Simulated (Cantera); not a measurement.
**Adiabatic ignition**

An adiabatic, constant-pressure homogeneous reactor starts with C₃H₈ : O₂ : N₂ : H₂O = 1 : 2.78 : 10.4 : 2.4 (molar parts), equivalence ratio 1.8, at 1250 K and 760 Torr.

Cantera simulation using GRI-Mech 3.0 (53 species, 325 reactions); the numbers are that mechanism's predictions, not measurements. GRI-Mech 3.0 was tuned for natural gas; its chemistry of propane as a main component is partial and can be far from experiment.

```json
[
 {"t (s)": "2.00e-6", "T (K)": "1250", "x C₃H₈": "0.0603", "x O₂": "0.168", "x H₂O": "0.145", "x CO₂": "1.09e-12", "x C₂H₄": "1.16e-6", "x H₂O₂": "1.64e-9"},
 {"t (s)": "7.02e-6", "T (K)": "1250", "x C₃H₈": "0.0603", "x O₂": "0.168", "x H₂O": "0.145", "x CO₂": "5.44e-11", "x C₂H₄": "9.28e-6", "x H₂O₂": "4.51e-8"},
 {"t (s)": "2.46e-5", "T (K)": "1250", "x C₃H₈": "0.0603", "x O₂": "0.168", "x H₂O": "0.145", "x CO₂": "2.52e-9", "x C₂H₄": "5.08e-5", "x H₂O₂": "7.48e-7"},
 {"t (s)": "8.65e-5", "T (K)": "1249", "x C₃H₈": "0.0600", "x O₂": "0.168", "x H₂O": "0.145", "x CO₂": "1.23e-7", "x C₂H₄": "0.000326", "x H₂O₂": "4.32e-6"},
 {"t (s)": "0.000304", "T (K)": "1249", "x C₃H₈": "0.0587", "x O₂": "0.167", "x H₂O": "0.145", "x CO₂": "1.04e-6", "x C₂H₄": "0.00154", "x H₂O₂": "5.18e-6"},
 {"t (s)": "0.00107", "T (K)": "1248", "x C₃H₈": "0.0538", "x O₂": "0.165", "x H₂O": "0.146", "x CO₂": "5.28e-6", "x C₂H₄": "0.00612", "x H₂O₂": "8.36e-6"},
 {"t (s)": "0.00374", "T (K)": "2329", "x C₃H₈": "<1e-12", "x O₂": "4.31e-5", "x H₂O": "0.210", "x CO₂": "0.0381", "x C₂H₄": "<1e-12", "x H₂O₂": "8.23e-9"},
 {"t (s)": "0.0131", "T (K)": "2339", "x C₃H₈": "<1e-12", "x O₂": "2.46e-5", "x H₂O": "0.210", "x CO₂": "0.0380", "x C₂H₄": "<1e-12", "x H₂O₂": "5.12e-9"},
 {"t (s)": "0.0461", "T (K)": "2339", "x C₃H₈": "<1e-12", "x O₂": "2.45e-5", "x H₂O": "0.210", "x CO₂": "0.0380", "x C₂H₄": "<1e-12", "x H₂O₂": "5.11e-9"},
 {"t (s)": "0.162", "T (K)": "2338", "x C₃H₈": "<1e-12", "x O₂": "2.45e-5", "x H₂O": "0.210", "x CO₂": "0.0380", "x C₂H₄": "<1e-12", "x H₂O₂": "5.10e-9"},
 {"t (s)": "0.568", "T (K)": "2338", "x C₃H₈": "<1e-12", "x O₂": "2.45e-5", "x H₂O": "0.210", "x CO₂": "0.0380", "x C₂H₄": "<1e-12", "x H₂O₂": "5.10e-9"},
 {"t (s)": "1.99", "T (K)": "2338", "x C₃H₈": "<1e-12", "x O₂": "2.45e-5", "x H₂O": "0.210", "x CO₂": "0.0380", "x C₂H₄": "<1e-12", "x H₂O₂": "5.10e-9"},
 {"t (s)": "7.00", "T (K)": "2338", "x C₃H₈": "<1e-12", "x O₂": "2.45e-5", "x H₂O": "0.210", "x CO₂": "0.0380", "x C₂H₄": "<1e-12", "x H₂O₂": "5.10e-9"}
]
```
x: mole fraction; the columns are a selection and need not sum to one.

The time of steepest temperature rise is 3.15 ms. The temperature at 7.00 s is 2338 K, the equilibrium temperature comes out as 2338 K and the x(C₃H₈) at 7.00 s is <1e-12 (gas-phase equilibrium <1e-12). The x(O₂) at 7.00 s is 2.45e-5 (gas-phase equilibrium 2.45e-5) and the x(H₂O) at 7.00 s comes out as 0.210 (gas-phase equilibrium 0.210).
